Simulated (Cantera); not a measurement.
## Gas activation for diamond growth

An isothermal, constant-pressure homogeneous reactor starts with 0.903 % CH₄, 98.1 % H₂, 0.981 % O₂, at 2925 K and 0.0296 atm.

Model: GRI-Mech 3.0 (53 species, 325 reactions), integrated in Cantera. Radical loss at walls, strong at low pressure, is not modelled.

| t (s) | x CH₄ | x H₂ | x O₂ | x C₂H₂ | x CH₂O |
|---|---|---|---|---|---|
| 1.00e-5 | 0.00850 | 0.979 | 0.00964 | 2.00e-8 | 5.38e-7 |
| 3.10e-5 | 0.00776 | 0.972 | 0.00870 | 1.24e-6 | 3.06e-6 |
| 9.63e-5 | 0.00557 | 0.946 | 0.00301 | 8.67e-5 | 2.77e-6 |
| 0.000299 | 0.00270 | 0.922 | 1.58e-6 | 0.00133 | 1.65e-6 |
| 0.000928 | 0.000565 | 0.903 | 1.52e-7 | 0.00264 | 6.05e-7 |
| 0.00288 | 0.000137 | 0.878 | 1.93e-7 | 0.00143 | 2.17e-7 |
| 0.00894 | 2.54e-6 | 0.825 | 2.80e-7 | 2.05e-5 | 8.19e-9 |
| 0.0278 | 5.37e-12 | 0.705 | 1.04e-6 | <1e-12 | 2.58e-10 |
| 0.0862 | <1e-12 | 0.547 | 3.18e-6 | <1e-12 | 6.61e-11 |
| 0.267 | <1e-12 | 0.484 | 4.46e-6 | <1e-12 | 3.96e-11 |
| 0.830 | <1e-12 | 0.482 | 4.51e-6 | <1e-12 | 3.90e-11 |
| 2.58 | <1e-12 | 0.482 | 4.51e-6 | <1e-12 | 3.90e-11 |
| 8.00 | <1e-12 | 0.482 | 4.51e-6 | <1e-12 | 3.90e-11 |
x: mole fraction; the columns are a selection and need not sum to one.

Equilibrium at this temperature and pressure: CH₄ <1e-12, H₂ 0.482, O₂ 4.51e-6, C₂H₂ <1e-12, CH₂O 3.90e-11 (gas phase only).
